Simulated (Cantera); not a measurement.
A closed system holds: 1 mol c-C₄F₈, 1.2 mol CH₄, equilibrated at 100 Torr.

These are equilibrium values from Cantera (NASA tables, ideal gas, pure condensed phases), not measurements of a reactor. Candidate condensed phases: C, C₆H₆, C₇H₈, C₈H₁₈; 95 gas species. The feed counts by its element totals alone. Gases not in the tables: C₂F₆ and larger saturated fluorocarbons. The numbers say what is thermodynamically allowed, not how fast it happens. All values below are at 948 K.

Base state: HF 0.857, CF₄ 0.143 (mole fractions); condensed: C(graphite).

Question: What changes in the equilibrium state with this change: c-C₄F₈ replaced by CF₄?

Answer: 
| species | before | after |
|---|---|---|
| HF | 0.857 | 0.909 |
| H₂ | <1e-9 | 0.0906 |
| CH₄ | <1e-9 | 0.000188 |
| CF₄ | 0.143 | <1e-9 |
| C(graphite), mol | 4.40 | 2.20 |
